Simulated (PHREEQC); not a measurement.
Dissolve 1.1 mol MgSO4 per kg of water at 25 °C. Closed to the air; pH follows from the charge balance.

The numbers come from PHREEQC with the Pitzer model, pitzer.dat.

**Question.** The ionic strength comes out as 4.40 mol/kgw. What activity coefficients do MgOH+, Mg+2, SO4-2, HSO4- get?

**Answer.** MgOH+ 0.44, Mg+2 0.14, SO4-2 0.021, HSO4- 0.69. Single-ion values are on the MacInnes scale.

No solid was allowed to form.
